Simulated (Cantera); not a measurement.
Charge: 1 mol V₂O₅, 0.36 mol H₂, 3.5 mol N₂, equilibrated at 1.60 mbar.

These are equilibrium values from Cantera (NASA tables, ideal gas, pure condensed phases), not measurements of a reactor. Candidate condensed phases: H₂O, V, VN, VO, V₂O₃, V₂O₄, V₂O₅; 28 gas species. Condensed phases not in the tables: the oxides between V₂O₃ and V₂O₅ other than VO₂. Rates play no part.

x: gas mole fraction; n: condensed amount in mol.

```
T (K)   x N₂     x VO₂   x H₂O    x O₂       x O      x OH  n V₂O₄(s)  n V₂O₄(l)
-----  -----  --------  ------  ------  --------  --------  ---------  ---------
975    0.837    <1e-12  0.0861  0.0765  4.99e-10   2.51e-7       1.00          0
1125   0.837  3.22e-10  0.0861  0.0765   3.19e-8   3.64e-6       1.00          0
1275   0.837   9.98e-8  0.0861  0.0764   7.72e-7   2.82e-5       1.00          0
1425   0.837       ___  0.0860  0.0763       ___       ___      1.000          0
1575   0.836  0.000325  0.0858  0.0758   7.37e-5  0.000523      0.999          0
1725   0.831       ___  0.0845  0.0746       ___       ___      0.987          0
1875   0.780    0.0637  0.0776  0.0688   0.00158   0.00355          0      0.857
2025   0.561     0.322  0.0519  0.0478   0.00442   0.00574          0          0
2175   0.554     0.318  0.0430  0.0447    0.0122    0.0100          0          0
```

Task: Complete the blanks.

Result: 
- 1725, x VO₂: 0.00618
- 1725, x O: 0.000396
- 1725, x OH: 0.00152
- 1425, x VO₂: 8.89e-6
- 1425, x O: 9.58e-6
- 1425, x OH: 0.000142
